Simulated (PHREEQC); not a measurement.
City or well water: an equilibrium model

Model water analysis in mg/kgw, 20 °C, pH 8.39, pe 8.4:

| constituent | mg/kgw |
|---|---|
| Na | 24.5 |
| K | 2.97 |
| Ca | 15.7 |
| Mg | 1.8 |
| Cl | 14.5 |
| S(6) as SO4 | 16.3 |
| Alkalinity as HCO3 | 82.7 |
| Zn | 0.0358 |
| Si as SiO2 | 0.161 |
| Cd | 0.415 |

Valence states are taken as typed.

The numbers come from PHREEQC with the ion-association model, phreeqc.dat.

```
Item                           Result
--------------------  ---------------
ionic strength        0.00268 mol/kgw
specific conductance        192 µS/cm
charge-balance error           -0.5 %
```

```tsv
species	molality	activity	log γ
HCO3-	0.00130	0.00123	-0.024
Na+	0.00106	0.00101	-0.024
Cl-	0.000409	0.000386	-0.025
Ca+2	0.000375	0.000300	-0.096
SO4-2	0.000161	0.000129	-0.097
K+	7.59e-5	7.17e-5	-0.025
Mg+2	7.10e-5	5.70e-5	-0.095
```

No solid was allowed to form. The solution is supersaturated, for example in Otavite, so a real one may precipitate; this is no full list. Species that the database lacks are ignored. The database's zinc carbonate complexes are estimates, stronger than later reviews accept.
